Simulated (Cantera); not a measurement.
Input: 1 mol HCl, 2.7 mol O2, at 948.15 K and 383 Torr.

Method: chemical equilibrium by Gibbs-energy minimisation in Cantera with the NASA 1993 tables (ideal gas, pure condensed phases). The numbers say what is thermodynamically allowed, not how fast it happens.

```
species   before     after
-------  -------  --------
O2         0.720     0.721
HCl        0.133     0.208
H2O       0.0734    0.0327
Cl2       0.0733    0.0270
Cl       6.51e-5    0.0113
OH       5.45e-8   5.78e-5
ClO      2.84e-6  0.000175
HOCl     1.19e-5   3.90e-5
```
Gas species are given as mole fractions.

**Question.** Which change was made?
A. temperature from 948.15 K to 1475 K
B. pressure from 383 Torr to 0.353 Torr
C. temperature from 948.15 K to 1148.15 K
D. pressure from 383 Torr to 4.28 Torr

**Answer.** A, temperature from 948.15 K to 1475 K
